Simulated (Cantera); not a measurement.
A closed system holds: 1 mol V, 0.43 mol H2O, 0.95 mol N2, at 2175 °C and 35.0 Pa.

Method: chemical equilibrium by Gibbs-energy minimisation in Cantera with the NASA 1993 tables (ideal gas, pure condensed phases). Candidate condensed phases: H2O, V, VN, VO, V2O3, V2O4, V2O5; 28 gas species. The numbers say what is thermodynamically allowed, not how fast it happens.

Base state: N2 0.354, H 0.228, V 0.224, VO 0.136, H2 0.0459, VO2 0.0121, O 0.000181, H2O 5.66e-5 (mole fractions); condensed: gas only.

Question: What changes in the equilibrium state with this change: N2 from 0.95 to 9.9 mol?

Answer: 
```json
[
 {"species": "N2", "before": "0.354", "after": "0.845"},
 {"species": "H", "before": "0.228", "after": "0.0657"},
 {"species": "V", "before": "0.224", "after": "0.0516"},
 {"species": "H2", "before": "0.0459", "after": "0.00381"},
 {"species": "VO2", "before": "0.0121", "after": "0.00274"},
 {"species": "VO", "before": "0.136", "after": "0.0310"},
 {"species": "H2O", "before": "5.66e-5", "after": "4.67e-6"},
 {"species": "OH", "before": "5.48e-5", "after": "1.57e-5"},
 {"species": "NO", "before": "9.28e-6", "after": "1.43e-5"},
 {"species": "O", "before": "0.000181", "after": "0.000180"}
]
```
